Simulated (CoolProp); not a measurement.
Vapour-liquid equilibrium of propane (1) + cyclopropane (2) at 39.35 °C; x and y are mole fractions of (1).

Computed with CoolProp (multi-fluid Helmholtz-energy mixture model, Lemmon 2009 and Polt 1992; pair parameters Bell 2016). This equation is an older, rougher fit; its heat capacities, sound speeds and derivatives of the liquid may be far off and weren't checked against measurements.

Task: Give the bubble pressure and the first vapour's composition at x = 0.35, 0.575, 0.725. Is there an azeotrope?

Result: x = 0.35: 1218 kPa, y = 0.411; x = 0.575: 1292 kPa, y = 0.617; x = 0.725: 1326 kPa, y = 0.747. No azeotrope shows between x = 0.05 and 0.95.

The pair parameters rest on a limited set of measurements; away from them the model extrapolates.
